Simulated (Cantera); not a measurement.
Cantera run:

```python
import numpy as np
import cantera as ct

gas_names = [...]  # 113 gases of nasa_gas.yaml made of C, H, O, Ta
cond_names = """
    C(gr) C6H6(L) C7H8(L) C8H18(L),n-octa H2O(s) H2O(L) Ta(cr) Ta(L) TaC(s) TaC(L) Ta2O5(s) Ta2O5(L)
""".split()


# ... load() reads the species with a 1 bar reference pressure and builds the phases ...
atoms = {
    'Ta(OEt)5': {'Ta': 1, 'C': 10, 'H': 25, 'O': 5},
    'CO2': {'C': 1, 'O': 2},
}
top_T = {'C(gr)': 4500}  # K; cautious upper limits of use, not melting points


# ... equilibrate(T, P, feed) seeds the gas with the atoms and calls Mixture.equilibrate('TP', solver="vcs", rtol=1e-11, max_steps=5000) ...
results = []
P = 133.322  # Pa
for T in [1750, 1800, 1850, 1900, 1950, 2000, 2050, 2100, 2150, 2200, 2250, 2300, 2350]:
    for m in [0.89, 1, 1.2, 1.4, 1.6, 1.9, 2.2, 2.6, 3, 3.5, 4.1, 4.8, 5.6]:
        feed = {'Ta(OEt)5': 1, 'CO2': m}  # mol
        mix = equilibrate(T, P, feed)
        results.append((T, P, feed, dict(zip(mix.species_names, mix.species_moles))))

for T, P, feed, n in results:
    print(f"{T:7g} {feed['CO2']:10.4g}  " + (" + ".join(c for c in cond_names if n.get(c, 0) > 1e-12) or "gas only"))
```

Result:

```
   1750       0.89  C(gr) + TaC(s)
   1750          1  C(gr) + TaC(s)
   1750        1.2  C(gr) + TaC(s)
   1750        1.4  C(gr) + TaC(s)
   1750        1.6  C(gr) + TaC(s)
   1750        1.9  C(gr) + TaC(s)
   1750        2.2  C(gr) + TaC(s)
   1750        2.6  C(gr) + TaC(s)
   1750          3  C(gr) + TaC(s)
   1750        3.5  C(gr) + TaC(s)
   1750        4.1  TaC(s) + Ta2O5(s)
   1750        4.8  TaC(s) + Ta2O5(s)
   1750        5.6  TaC(s) + Ta2O5(s)
   1800       0.89  C(gr) + TaC(s)
   1800          1  C(gr) + TaC(s)
   1800        1.2  C(gr) + TaC(s)
   1800        1.4  C(gr) + TaC(s)
   1800        1.6  C(gr) + TaC(s)
   1800        1.9  C(gr) + TaC(s)
   1800        2.2  C(gr) + TaC(s)
   1800        2.6  C(gr) + TaC(s)
   1800          3  C(gr) + TaC(s)
   1800        3.5  C(gr) + TaC(s)
   1800        4.1  TaC(s) + Ta2O5(s)
   1800        4.8  TaC(s) + Ta2O5(s)
   1800        5.6  TaC(s) + Ta2O5(s)
   1850       0.89  C(gr) + TaC(s)
   1850          1  C(gr) + TaC(s)
   1850        1.2  C(gr) + TaC(s)
   1850        1.4  C(gr) + TaC(s)
   1850        1.6  C(gr) + TaC(s)
   1850        1.9  C(gr) + TaC(s)
   1850        2.2  C(gr) + TaC(s)
   1850        2.6  C(gr) + TaC(s)
   1850          3  C(gr) + TaC(s)
   1850        3.5  C(gr) + TaC(s)
   1850        4.1  TaC(s) + Ta2O5(s)
   1850        4.8  TaC(s) + Ta2O5(s)
   1850        5.6  TaC(s) + Ta2O5(s)
   1900       0.89  C(gr) + TaC(s)
   1900          1  C(gr) + TaC(s)
   1900        1.2  C(gr) + TaC(s)
   1900        1.4  C(gr) + TaC(s)
   1900        1.6  C(gr) + TaC(s)
   1900        1.9  C(gr) + TaC(s)
   1900        2.2  C(gr) + TaC(s)
   1900        2.6  C(gr) + TaC(s)
   1900          3  C(gr) + TaC(s)
   1900        3.5  C(gr) + TaC(s)
   1900        4.1  Ta(cr) + TaC(s)
   1900        4.8  Ta(cr) + TaC(s)
   1900        5.6  Ta(cr) + Ta2O5(s)
   1950       0.89  C(gr) + TaC(s)
   1950          1  C(gr) + TaC(s)
   1950        1.2  C(gr) + TaC(s)
   1950        1.4  C(gr) + TaC(s)
   1950        1.6  C(gr) + TaC(s)
   1950        1.9  C(gr) + TaC(s)
   1950        2.2  C(gr) + TaC(s)
   1950        2.6  C(gr) + TaC(s)
   1950          3  C(gr) + TaC(s)
   1950        3.5  C(gr) + TaC(s)
   1950        4.1  Ta(cr) + TaC(s)
   1950        4.8  Ta(cr) + TaC(s)
   1950        5.6  Ta(cr) + Ta2O5(s)
   2000       0.89  C(gr) + TaC(s)
   2000          1  C(gr) + TaC(s)
   2000        1.2  C(gr) + TaC(s)
   2000        1.4  C(gr) + TaC(s)
   2000        1.6  C(gr) + TaC(s)
   2000        1.9  C(gr) + TaC(s)
   2000        2.2  C(gr) + TaC(s)
   2000        2.6  C(gr) + TaC(s)
   2000          3  C(gr) + TaC(s)
   2000        3.5  C(gr) + TaC(s)
   2000        4.1  Ta(cr) + TaC(s)
   2000        4.8  Ta(cr) + TaC(s)
   2000        5.6  Ta(cr) + Ta2O5(s)
   2050       0.89  C(gr) + TaC(s)
   2050          1  C(gr) + TaC(s)
   2050        1.2  C(gr) + TaC(s)
   2050        1.4  C(gr) + TaC(s)
   2050        1.6  C(gr) + TaC(s)
   2050        1.9  C(gr) + TaC(s)
   2050        2.2  C(gr) + TaC(s)
   2050        2.6  C(gr) + TaC(s)
   2050          3  C(gr) + TaC(s)
   2050        3.5  C(gr) + TaC(s)
   2050        4.1  Ta(cr) + TaC(s)
   2050        4.8  Ta(cr) + TaC(s)
   2050        5.6  Ta(cr) + Ta2O5(s)
   2100       0.89  C(gr) + TaC(s)
   2100          1  C(gr) + TaC(s)
   2100        1.2  C(gr) + TaC(s)
   2100        1.4  C(gr) + TaC(s)
   2100        1.6  C(gr) + TaC(s)
   2100        1.9  C(gr) + TaC(s)
   2100        2.2  C(gr) + TaC(s)
   2100        2.6  C(gr) + TaC(s)
   2100          3  C(gr) + TaC(s)
   2100        3.5  C(gr) + TaC(s)
   2100        4.1  Ta(cr) + TaC(s)
   2100        4.8  Ta(cr) + TaC(s)
   2100        5.6  Ta(cr) + Ta2O5(L)
   2150       0.89  C(gr) + TaC(s)
   2150          1  C(gr) + TaC(s)
   2150        1.2  C(gr) + TaC(s)
   2150        1.4  C(gr) + TaC(s)
   2150        1.6  C(gr) + TaC(s)
   2150        1.9  C(gr) + TaC(s)
   2150        2.2  C(gr) + TaC(s)
   2150        2.6  C(gr) + TaC(s)
   2150          3  C(gr) + TaC(s)
   2150        3.5  C(gr) + TaC(s)
   2150        4.1  Ta(cr) + TaC(s)
   2150        4.8  Ta(cr) + TaC(s)
   2150        5.6  Ta(cr) + Ta2O5(L)
   2200       0.89  C(gr) + TaC(s)
   2200          1  C(gr) + TaC(s)
   2200        1.2  C(gr) + TaC(s)
   2200        1.4  C(gr) + TaC(s)
   2200        1.6  C(gr) + TaC(s)
   2200        1.9  C(gr) + TaC(s)
   2200        2.2  C(gr) + TaC(s)
   2200        2.6  C(gr) + TaC(s)
   2200          3  C(gr) + TaC(s)
   2200        3.5  C(gr) + TaC(s)
   2200        4.1  Ta(cr) + TaC(s)
   2200        4.8  Ta(cr) + TaC(s)
   2200        5.6  Ta(cr)
   2250       0.89  C(gr) + TaC(s)
   2250          1  C(gr) + TaC(s)
   2250        1.2  C(gr) + TaC(s)
   2250        1.4  C(gr) + TaC(s)
   2250        1.6  C(gr) + TaC(s)
   2250        1.9  C(gr) + TaC(s)
   2250        2.2  C(gr) + TaC(s)
   2250        2.6  C(gr) + TaC(s)
   2250          3  C(gr) + TaC(s)
   2250        3.5  C(gr) + TaC(s)
   2250        4.1  Ta(cr) + TaC(s)
   2250        4.8  Ta(cr) + TaC(s)
   2250        5.6  Ta(cr)
   2300       0.89  C(gr) + TaC(s)
   2300          1  C(gr) + TaC(s)
   2300        1.2  C(gr) + TaC(s)
   2300        1.4  C(gr) + TaC(s)
   2300        1.6  C(gr) + TaC(s)
   2300        1.9  C(gr) + TaC(s)
   2300        2.2  C(gr) + TaC(s)
   2300        2.6  C(gr) + TaC(s)
   2300          3  C(gr) + TaC(s)
   2300        3.5  C(gr) + TaC(s)
   2300        4.1  Ta(cr) + TaC(s)
   2300        4.8  Ta(cr) + TaC(s)
   2300        5.6  Ta(cr)
   2350       0.89  C(gr) + TaC(s)
   2350          1  C(gr) + TaC(s)
   2350        1.2  C(gr) + TaC(s)
   2350        1.4  C(gr) + TaC(s)
   2350        1.6  C(gr) + TaC(s)
   2350        1.9  C(gr) + TaC(s)
   2350        2.2  C(gr) + TaC(s)
   2350        2.6  C(gr) + TaC(s)
   2350          3  C(gr) + TaC(s)
   2350        3.5  C(gr) + TaC(s)
   2350        4.1  Ta(cr) + TaC(s)
   2350        4.8  Ta(cr) + TaC(s)
   2350        5.6  Ta(cr)
```

Equilibrium computed with Cantera from the NASA thermochemical tables; the gas is ideal and each condensed phase is pure. The feed counts by its element totals alone. Mutual solubility and eutectic melting of coexisting phases are not modelled. TaC: taken at fixed stoichiometry. Condensed phases not in the tables: Ta2C, N, O or C dissolved in the metal.
